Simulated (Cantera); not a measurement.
What does this Cantera script print?

```python
import numpy as np
import cantera as ct

gas_names = """
    AL ALH ALN AL2 H H2 N NH NH2 NH3 N2 N2H2 N2H4
""".split()
cond_names = """
    AL(cr) AL(L) ALN(s)
""".split()


# ... load() reads the species with a 1 bar reference pressure and builds the phases ...
atoms = {
    'Al': {'AL': 1},
    'NH3': {'N': 1, 'H': 3},
    'H2': {'H': 2},
}
top_T = {'ALN(s)': 2750}  # K; cautious upper limits of use, not melting points


# ... equilibrate(T, P, feed) seeds the gas with the atoms and calls Mixture.equilibrate('TP', solver="vcs", rtol=1e-11, max_steps=5000) ...
results = []
feed = {'Al': 1, 'NH3': 1.4, 'H2': 1.5}  # mol
P = 133.322  # Pa
for T in [1223, 1298, 1373, 1448, 1523, 1598, 1673, 1748, 1823, 1898, 1973, 2048, 2123]:
    mix = equilibrate(T, P, feed)
    results.append((T, P, feed, dict(zip(mix.species_names, mix.species_moles))))

top = {s: max(r[3][s] / sum(r[3][g] for g in gas_names) for r in results) for s in gas_names}
cols = sorted((s for s in top if top[s] > 1e-05), key=lambda s: -top[s])[:5]
seen = [c for c in cond_names if any(r[3].get(c, 0) > 1e-12 for r in results)]
print("log10 of partial pressures in bar; condensed amounts in mol")
print(f"{'T/K':>10s}" + "".join(f"{s[:9]:>10s}" for s in cols + seen))
for T, P, feed, n in results:
    ng = sum(n[g] for g in gas_names)
    print(f"{T:10.4g}" + "".join(f"{np.log10(max(n[s] / ng * P / 1e5, 1e-99)):10.3f}" for s in cols)
          + "".join(f"{n.get(c, 0):10.4g}" for c in seen))
```

It prints:

```
log10 of partial pressures in bar; condensed amounts in mol
       T/K        H2        AL        N2         H       ALH    ALN(s)
      1223    -2.899   -13.170    -4.154    -7.971   -13.963         1
      1298    -2.899   -11.591    -4.154    -7.419   -12.564         1
      1373    -2.899   -10.186    -4.154    -6.927   -11.319         1
      1448    -2.899    -8.929    -4.154    -6.485   -10.205         1
      1523    -2.899    -7.797    -4.154    -6.086    -9.203         1
      1598    -2.899    -6.773    -4.154    -5.724    -8.297    0.9995
      1673    -2.901    -5.843    -4.151    -5.394    -7.475    0.9958
      1748    -2.906    -5.004    -4.130    -5.094    -6.736    0.9708
      1823    -2.931    -4.273    -4.034    -4.829    -6.107     0.835
      1898    -3.029    -3.675    -3.797    -4.621    -5.641    0.1906
      1973    -3.060    -3.609    -3.760    -4.400    -5.667         0
      2048    -3.070    -3.613    -3.765    -4.185    -5.746         0
      2123    -3.087    -3.619    -3.771    -3.989    -5.826         0
```

Cantera equilibrium calculation (NASA polynomials, part measured and part estimated; ideal gas, pure solids and liquids).
